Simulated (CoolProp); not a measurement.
Properties of nitrogen along the isobar 5.08 MPa (Tc = -147.0 °C, pc = 3.396 MPa, ω = 0.037).

Computed with CoolProp (reference Helmholtz-energy equation of state, Span 2000).

| T (°C) | phase | density (kg/m³) | cp (kJ/(kg K)) | fugacity coefficient |
|---|---|---|---|---|
| -198.35 | liquid | 828.9 | 1.988 | 0.01856 |
| -188.45 | liquid | … | … | 0.05219 |
| -178.55 | liquid | 740.3 | 2.079 | 0.1135 |
| -168.55 | liquid | 687.9 | 2.202 | 0.2069 |
| -158.65 | liquid | 625.7 | 2.458 | … |
| -148.65 | liquid | … | 3.178 | 0.4666 |
| -138.75 | supercritical | 363.7 | 7.064 | … |
| -128.85 | supercritical | 203.1 | 3.206 | 0.6914 |
| -118.85 | supercritical | 158.2 | … | 0.7528 |
| -108.95 | supercritical | … | 1.732 | 0.7988 |
| -98.95 | supercritical | 119.5 | 1.541 | 0.8353 |

Problem. Some entries are withheld; supply them.

Solution. 
- -188.45, density (kg/m³): 786.4
- -188.45, cp (kJ/(kg K)): 2.018
- -158.65, fugacity coefficient: 0.3272
- -148.65, density (kg/m³): 539.5
- -138.75, fugacity coefficient: 0.6009
- -118.85, cp (kJ/(kg K)): 2.107
- -108.95, density (kg/m³): 134.9

The peak of cp marks the crossing from liquid-like to gas-like fluid above the critical point.
